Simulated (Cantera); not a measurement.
A closed system holds: 1 mol V, 7.5 mol O2, 1.4 mol N2.

Equilibrium computed with Cantera from the NASA thermochemical tables; the gas is ideal and each condensed phase is pure. Candidate condensed phases: V, VN, VO, V2O3, V2O4, V2O5; 13 gas species. Condensed phases not in the tables: the oxides between V2O3 and V2O5 other than VO2. Gases not in the tables: V4O10. Kinetics and transport are ignored.

Question: What condenses at these points (T in K, P in Pa): (1900, 1.5); (1675, 1.5); (1450, 320); (1375, 68000); (2125, 4600); (1750, 0.10)?

Answer: 
```csv
T (K),P in Pa,condensed phases,V condensed (%)
1900,1.5,gas only,0.0
1675,1.5,gas only,0.0
1450,320,V2O4,100.0
1375,68000,V2O5,100.0
2125,4600,V2O4,69.4
1750,0.10,gas only,0.0
```
